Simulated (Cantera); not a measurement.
What does this Cantera script print?

```python
import numpy as np
import cantera as ct

gas = ct.Solution("h2o2.yaml")
gas.TPX = 350, 810000, {'H2': 1, 'O2': 0.263, 'N2': 0.989}
flame = ct.FreeFlame(gas, width=0.0092)
flame.set_refine_criteria(ratio=3, slope=0.08, curve=0.16)
flame.transport_model = "mixture-averaged"
flame.solve(loglevel=0, auto=True)
z, T = flame.grid, flame.T
thick = (T[-1] - T[0]) / np.gradient(T, z).max()
show = ['H2', 'O2', 'O', 'H2O', 'H', 'HO2']
print(f"laminar burning velocity  {flame.velocity[0] * 100:.3f} cm/s")
print(f"burnt temperature         {T[-1]:.1f} K")
print(f"thermal thickness         {thick * 1e3:.4f} mm")
print(f"grid points               {len(z)}")
z0 = z[flame.heat_release_rate.argmax()]
print(f"{'z/mm':>9s}{'T/K':>9s}{'u/(m/s)':>9s}" + "".join(f"{s:>11s}" for s in show))
rows = []
for k in (-3, -2, -1.5, -1, -0.5, -0.25, 0, 0.25, 0.5, 1, 2, 4, 8):
    zz = z0 + k * thick
    rows.append([k * thick, np.interp(zz, z, T), np.interp(zz, z, flame.velocity),
                 *(np.interp(zz, z, flame.X[gas.species_index(s)]) for s in show)])
    print(f"{rows[-1][0] * 1e3:9.3f}{rows[-1][1]:9.1f}{rows[-1][2]:9.3f}" + "".join(f"{x:11.3e}" for x in rows[-1][3:]))
```

Output:

```
laminar burning velocity  333.251 cm/s
burnt temperature         2158.4 K
thermal thickness         0.0267 mm
grid points               114
     z/mm      T/K  u/(m/s)         H2         O2          O        H2O          H        HO2
   -0.080    350.0    3.333  4.440e-01  1.168e-01  8.087e-11  2.293e-08  4.500e-15  9.727e-10
   -0.053    350.1    3.333  4.439e-01  1.168e-01  7.883e-10  2.812e-07  5.231e-14  1.313e-08
   -0.040    350.7    3.337  4.435e-01  1.169e-01  7.303e-09  3.847e-06  1.688e-12  2.117e-07
   -0.027    356.5    3.378  4.408e-01  1.175e-01  9.057e-08  7.082e-05  1.669e-10  4.616e-06
   -0.013    475.2    4.351  4.166e-01  1.200e-01  6.327e-06  5.368e-03  8.393e-06  5.403e-04
   -0.007    831.5    7.335  3.742e-01  1.093e-01  1.516e-04  3.951e-02  1.648e-03  1.279e-03
    0.000   1255.0   10.831  3.197e-01  8.105e-02  8.253e-04  1.039e-01  1.042e-02  5.826e-04
    0.007   1552.4   13.299  2.702e-01  4.662e-02  1.439e-03  1.706e-01  2.246e-02  2.809e-04
    0.013   1723.4   14.726  2.389e-01  2.224e-02  1.236e-03  2.161e-01  3.019e-02  1.260e-04
    0.027   1873.4   15.950  2.187e-01  4.346e-03  5.551e-04  2.503e-01  3.194e-02  2.311e-05
    0.053   1974.4   16.724  2.189e-01  3.838e-04  2.378e-04  2.596e-01  2.445e-02  2.141e-06
    0.107   2050.1   17.280  2.238e-01  6.011e-05  1.002e-04  2.624e-01  1.556e-02  4.571e-07
    0.214   2100.7   17.643  2.275e-01  2.027e-05  3.526e-05  2.642e-01  9.008e-03  1.607e-07
```

Model: the H2/O2 subset of GRI-Mech 3.0, which has no nitrogen chemistry, integrated in Cantera. The hydrogen kinetics of GRI-Mech 3.0 are dated; newer H2 mechanisms differ, most at raised pressure. Burning velocities carry a grid error of a few per cent, more on coarse grids.
